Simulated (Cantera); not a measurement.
A freely propagating, adiabatic, planar premixed flame of 25.9 % H2, 13.9 % O2, 39.0 % N2, 21.2 % H2O, unburnt at 375 K and 0.133 bar; multicomponent+Soret transport, grid criteria slope 0.08 and curve 0.16, no radiation.

Computed with Cantera and the H2/O2 subset of GRI-Mech 3.0, which has no nitrogen chemistry. Burning velocities carry a grid error of a few per cent, more on coarse grids.

x: mole fraction of selected species; z is measured from the peak of heat release.

```tsv
z (mm)	T (K)	u (m/s)	x H2	x O2	x H2O	x H	x H2O2	x OH
-12.6	375	2.16	0.259	0.139	0.212	<1e-8	<1e-8	<1e-8
-8.41	375	2.16	0.259	0.139	0.212	<1e-8	<1e-8	<1e-8
-6.31	375	2.16	0.258	0.139	0.212	<1e-8	<1e-8	<1e-8
-4.20	375	2.16	0.258	0.139	0.212	<1e-8	<1e-8	<1e-8
-2.10	379	2.16	0.248	0.141	0.215	9.91e-7	2.02e-6	1.34e-6
-1.05	540	2.97	0.212	0.141	0.234	0.00126	3.78e-5	0.000568
0	955	5.14	0.144	0.114	0.302	0.0184	2.96e-6	0.00119
1.05	(withheld)	6.65	(withheld)	(withheld)	(withheld)	0.0399	1.90e-6	(withheld)
2.10	1390	7.39	0.0453	0.0436	0.430	0.0410	1.76e-6	0.00835
4.20	1531	8.08	0.0412	0.0368	0.445	0.0319	1.01e-6	0.0110
8.41	1670	8.73	0.0380	0.0323	0.458	0.0219	4.96e-7	0.0126
16.8	1798	9.32	0.0325	0.0277	0.474	0.0136	2.54e-7	0.0131
33.6	1910	9.81	0.0255	0.0235	0.489	0.00768	1.46e-7	0.0123
```

**Question.** Some entries are withheld; supply them.

**Answer.** 
- 1.05, T (K): 1246
- 1.05, x H2: 0.0684
- 1.05, x O2: 0.0637
- 1.05, x H2O: 0.394
- 1.05, x OH: 0.00497
